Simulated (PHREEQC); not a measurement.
A solution holds 5.8 mol NaOH, 0.047 mol BaCl2 and 0.069 mol NaCl per kg of water, at 25 °C. Closed to the air; pH follows from the charge balance.

Equilibrium calculation in PHREEQC: Pitzer model, pitzer.dat.

**Question.** The ionic strength comes out as 6.01 mol/kgw. What activity coefficients do Ba+2, Na+, OH-, Cl- get?

**Answer.** Ba+2 0.13, Na+ 1.00, OH- 1.6, Cl- 0.61. Single-ion values are on the MacInnes scale.

This is a speciation only: nothing precipitates in the calculation. In brines, pH and single-ion activities rest on the MacInnes convention.
